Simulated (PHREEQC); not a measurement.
A solution holds 7.6 mmol/kgw H3BO3 and 0.15 mmol/kgw Na2HPO4, at 25 °C. Closed to the air; pH follows from the charge balance.

The numbers come from PHREEQC with the ion-association model, phreeqc.dat.

| Property | Result |
|---|---|
| pH | 7.21 |
| ionic strength | 0.000378 mol/kgw |
| total alkalinity | 0.150 meq/kg |

```tsv
species	molality	activity	log γ
H3BO3	0.00753	0.00753	0.000
Na+	0.000300	0.000293	-0.010
HPO4-2	7.78e-5	7.12e-5	-0.038
H2PO4-	7.21e-5	7.06e-5	-0.010
H2BO3-	7.20e-5	7.04e-5	-0.010
OH-	1.68e-7	1.65e-7	-0.010
H+	6.28e-8	6.15e-8	-0.009
NaHPO4-	4.17e-8	4.07e-8	-0.010
```

Precipitation was switched off in this run. Complexes and solids missing from the database can't appear.
